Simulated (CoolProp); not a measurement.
The numbers come from the reference Helmholtz-energy equation of state, Lemmon 2006 in CoolProp. It is a short technical equation, of lower accuracy than the large ones.

Task: For CH3F (R41), give the phase and the cp (kJ/(kg K)), cv (kJ/(kg K)), speed of sound (m/s) at -8.25 °C and 101 kPa.

Result: 
- -8.25 °C and 101 kPa: gas; cp 1.08, cv 0.824, speed of sound 288
